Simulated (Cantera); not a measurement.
Feed: 1 mol Si₂H₆, 1.6 mol CO₂, 50 mol N₂, held at 0.133 bar.

Equilibrium computed with Cantera from the NASA thermochemical tables; the gas is ideal and each condensed phase is pure. Candidate condensed phases: C, C₆H₆, C₇H₈, C₈H₁₈, H₂O, Si, SiC, SiO₂, Si₂N₂O, Si₃N₄; 151 gas species. The feed counts by its element totals alone. N₂ is the only nitrogen source here; it is nearly inert below about 1500 K, so the nitride shown seldom forms there in practice. The numbers say what is thermodynamically allowed, not how fast it happens.

Problem. Which condensed phases are stable at each of these points (T (°C)): 277, 327, 377, 427, 477, 527, 577?

Solution. 
```tsv
T (°C)	condensed phases	Si condensed (%)
277	C(graphite) + SiO₂(α-quartz) + Si₂N₂O(s)	100.0
327	C(graphite) + SiO₂(α-quartz) + Si₂N₂O(s)	100.0
377	C(graphite) + SiO₂(α-quartz) + Si₂N₂O(s)	100.0
427	C(graphite) + SiO₂(α-quartz) + Si₂N₂O(s)	100.0
477	C(graphite) + SiO₂(α-quartz) + Si₂N₂O(s)	100.0
527	C(graphite) + SiO₂(α-quartz) + Si₂N₂O(s)	100.0
577	C(graphite) + SiO₂(β-quartz) + Si₂N₂O(s)	100.0
```

From 277 °C to 527 °C the condensed part is C(graphite) + SiO₂(α-quartz) + Si₂N₂O(s). At 577 °C the condensed part is C(graphite) + SiO₂(β-quartz) + Si₂N₂O(s).
